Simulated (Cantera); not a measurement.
# PbO + H₂ (hydrogen reduction and annealing atmospheres)

Charge: 1 mol PbO, a varied amount of H₂, held at 1.50 mbar.

Method: chemical equilibrium by Gibbs-energy minimisation in Cantera with the NASA 1993 tables (ideal gas, pure condensed phases). Candidate condensed phases: H₂O, Pb, PbO, PbO₂, Pb₃O₄; 12 gas species. Rates play no part.

**Question.** Map the stable condensed phases over T = 848, 948, 1048, 1148, 1248, 1348, 1448, 1548, 1648, 1748, 1848 K and n(H₂) in mol = 1.1, 1.6, 2.4, 3.6, 5.5, 8.3, 13, 19, 28, 43, 65, 98, 150.

**Answer.** 
```
T in K \ n(H₂) in mol
         1.1 1.6 2.4 3.6 5.5 8.3  13  19  28  43  65  98 150
   1848    A   A   A   A   A   A   A   A   A   A   A   A   A
   1748    A   A   A   A   A   A   A   A   A   A   A   A   A
   1648    A   A   A   A   A   A   A   A   A   A   A   A   A
   1548    A   A   A   A   A   A   A   A   A   A   A   A   A
   1448    A   A   A   A   A   A   A   A   A   A   A   A   A
   1348    A   A   A   A   A   A   A   A   A   A   A   A   A
   1248    A   A   A   A   A   A   A   A   A   A   A   A   A
   1148    B   B   B   B   A   A   A   A   A   A   A   A   A
   1048    B   B   B   B   B   B   B   B   B   A   A   A   A
    948    B   B   B   B   B   B   B   B   B   B   B   B   B
    848    B   B   B   B   B   B   B   B   B   B   B   B   B
```
A: gas only; B: Pb.
